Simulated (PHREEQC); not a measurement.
3 g of hydrous ferric oxide (600 m²/g; 0.2 weak and 0.005 strong sites per Fe, Dzombak-Morel constants, diffuse double layer) in 1 kg of water with 0.1 mol/kgw of an inert sodium salt and 0.014 mmol/kgw BaCl2, at 25 °C; the pH is set by adding NaOH or the inert anion's acid. Oxygen is held at 0.21 atm. The system is closed to CO2. Precipitation was switched off in this run.

All values are PHREEQC results (ion-association model, wateq4f.dat), not measurements.

| pH | Ba sorbed (%) | surface charge σ (C/m²) | surface potential ψ (mV) |
|---|---|---|---|
| 3 | 0.0 | 0.364 | 152 |
| 3.5 | 0.0 | 0.351 | 150 |
| 4 | 0.0 | 0.322 | 146 |
| 4.5 | 0.0 | 0.274 | 138 |
| 5 | 0.0 | 0.216 | 126 |
| 5.5 | 0.2 | 0.159 | 111 |
| 6 | 0.8 | 0.112 | 93 |
| 6.5 | 3.9 | 0.074 | 74 |
| 7 | 18.4 | 0.045 | 52 |
| 7.5 | 57.0 | 0.023 | 30 |
| 8 | 89.3 | 0.004 | 6 |
| 8.5 | 98.2 | -0.014 | -19 |
| 9 | 99.7 | -0.034 | -42 |

The oxide is taken as insoluble; below pH 4 it would dissolve.
